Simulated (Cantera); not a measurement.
**Catalytic stagnation flow on Pt**

A jet of 1.12 % CH4, 18.3 % O2, 80.5 % N2, equivalence ratio 0.12 at 300 K and 0.380 bar hits a platinum plate 3.2 cm away at a mass flux of 0.12 kg/m²/s; the plate temperature is set and raised in steps from an oxygen-covered start.

Model: Deutschmann's 1995 Pt surface mechanism with GRI-Mech 3.0 gas chemistry, integrated in Cantera. Catalytic surfaces can have several steady states; this one follows from the mechanism file's or the stated starting coverage.

```json
[
 {"plate T (K)": "850", "wall x CH4": "0.00991", "wall x O2": "0.181", "wall x H2O": "0.00244", "wall x OH": "<1e-8", "wall x CO": "2.03e-6", "wall x CO2": "0.00160", "θ free Pt": "0.0746", "θ O*": "0.925", "θ OH*": "0.000668"},
 {"plate T (K)": "900", "wall x CH4": "0.00828", "wall x O2": "0.177", "wall x H2O": "0.00546", "wall x OH": "1.04e-8", "wall x CO": "2.41e-6", "wall x CO2": "0.00358", "θ free Pt": "0.116", "θ O*": "0.883", "θ OH*": "0.000971"},
 {"plate T (K)": "950", "wall x CH4": "0.00632", "wall x O2": "0.173", "wall x H2O": "0.00909", "wall x OH": "3.54e-8", "wall x CO": "2.52e-6", "wall x CO2": "0.00598", "θ free Pt": "0.166", "θ O*": "0.833", "θ OH*": "0.00119"},
 {"plate T (K)": "1000", "wall x CH4": "0.00458", "wall x O2": "0.169", "wall x H2O": "0.0123", "wall x OH": "9.88e-8", "wall x CO": "2.43e-6", "wall x CO2": "0.00809", "θ free Pt": "0.221", "θ O*": "0.778", "θ OH*": "0.00128"},
 {"plate T (K)": "1050", "wall x CH4": "0.00329", "wall x O2": "0.167", "wall x H2O": "0.0146", "wall x OH": "2.45e-7", "wall x CO": "2.28e-6", "wall x CO2": "0.00963", "θ free Pt": "0.278", "θ O*": "0.721", "θ OH*": "0.00127"},
 {"plate T (K)": "1100", "wall x CH4": "0.00241", "wall x O2": "0.165", "wall x H2O": "0.0162", "wall x OH": "5.44e-7", "wall x CO": "2.16e-6", "wall x CO2": "0.0107", "θ free Pt": "0.337", "θ O*": "0.662", "θ OH*": "0.00121"},
 {"plate T (K)": "1150", "wall x CH4": "0.00171", "wall x O2": "0.164", "wall x H2O": "0.0173", "wall x OH": "1.15e-6", "wall x CO": "2.70e-6", "wall x CO2": "0.0113", "θ free Pt": "0.396", "θ O*": "0.603", "θ OH*": "0.00113"}
]
```
x: mole fraction at the wall; θ: surface coverage.
